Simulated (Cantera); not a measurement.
Charge: 1 mol CuO, 4.6 mol H2, 1.6 mol H2O, at 0.460 bar.

Method: chemical equilibrium by Gibbs-energy minimisation in Cantera with the NASA 1993 tables (ideal gas, pure condensed phases). Candidate condensed phases: Cu, CuO, Cu(OH)2, Cu2O, H2O; 12 gas species. Equilibrium is a limit: real reactors are often held back by kinetics, nucleation or transport.

Task: At 1450 °C, list the 4 most abundant gas species with their mole fractions, and the condensed phases.

Result: H2 0.580, H2O 0.419, Cu 0.000464, H 0.000205. Condensed: Cu(l).
